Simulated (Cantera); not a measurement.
Mixture: CH4 : C2H6 : O2 : N2 = 1 : 0.21 : 3.18 : 12 (molar parts), equivalence ratio 0.86, at 1.00 bar, adiabatic and at constant pressure. Ignition delay is the time to a rise of 400 K.

Cantera simulation using GRI-Mech 3.0 (53 species, 325 reactions); the numbers are that mechanism's predictions, not measurements.

Q: Predict: delay at 1400 K; delay at 1475 K; delay at 1550 K; delay at 1625 K; delay at 1700 K; apparent activation energy between 1550 and 1700 K.

A: 
* **delay at 1400 K**: 0.342 ms
* **delay at 1475 K**: 0.188 ms
* **delay at 1550 K**: 0.109 ms
* **delay at 1625 K**: 66.7 µs
* **delay at 1700 K**: 43.0 µs
* **apparent activation energy between 1550 and 1700 K**: 140 kJ/mol
